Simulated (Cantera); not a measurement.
Stirred combustor or abatement burner

A perfectly stirred reactor is fed with 17.9 % H2, 17.2 % O2, 64.7 % N2, 0.304 % NO, at 5.00 bar; it is adiabatic with a 525 K inlet, and is followed from long to short residence time, starting on the burning branch (τ in s: 0.17, 0.058, 0.02, 0.0071, 0.0025, 0.00087, 0.0003, 0.00011, 3.7e-05, 1.3e-05).

Cantera simulation using GRI-Mech 3.0 (53 species, 325 reactions); the numbers are that mechanism's predictions, not measurements. The hydrogen kinetics of GRI-Mech 3.0 are dated; newer H2 mechanisms differ, most at raised pressure. The mechanism lacks 2 NO + O2 → 2 NO2 and HONO, so NO2 and the effect of NO are under-described below about 1400 K.

```
τ (s)    T (K)      x H2    x O2     x NO     x HO2   x N2    x N2O    x NO2
-------  -----  --------  ------  -------  --------  -----  -------  -------
0.17      1869   4.25e-5  0.0904  0.00332   1.97e-6  0.710  4.52e-7  1.13e-5
0.058     1868   6.45e-5  0.0903  0.00332   2.28e-6  0.710  5.50e-7  1.24e-5
0.020     1867  0.000115  0.0903  0.00332   3.08e-6  0.710  7.76e-7  1.45e-5
0.0071    1865  0.000220  0.0902  0.00332   4.87e-6  0.710  1.18e-6  1.71e-5
0.0025    1860  0.000432  0.0901  0.00331   8.68e-6  0.709  1.73e-6  1.90e-5
0.00087   1852  0.000861  0.0900  0.00331   1.64e-5  0.709  2.14e-6  1.85e-5
0.00030   1837   0.00172  0.0899  0.00331   3.14e-5  0.708  2.16e-6  1.60e-5
0.00011   1812   0.00330  0.0899  0.00330   5.64e-5  0.707  1.90e-6  1.29e-5
3.7e-5    1763   0.00664  0.0905  0.00329  0.000101  0.704  1.53e-6  9.76e-6
1.3e-5    1676    0.0134  0.0929  0.00328  0.000165  0.700  1.20e-6  7.49e-6
```
x: mole fraction; the columns are a selection and need not sum to one.
